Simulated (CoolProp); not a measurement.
Vapour-liquid equilibrium of fluoroethane (R161) (1) + R1234yf (2) at 236.7 K; x and y are mole fractions of (1).

The numbers come from the multi-fluid Helmholtz-energy mixture model, Wu 2012 and Lemmon 2022; pair parameters Bell 2016 in CoolProp.

Question: Give the bubble pressure and the first vapour's composition at x = 0.125, 0.2, 0.95. Is there an azeotrope?

Answer: x = 0.125: 0.07949 MPa, y = 0.185; x = 0.2: 0.08275 MPa, y = 0.281; x = 0.95: 0.1057 MPa, y = 0.958. No azeotrope shows between x = 0.05 and 0.95.

Pair parameters are fitted to limited data, so mixtures are less certain than the pure fluids.
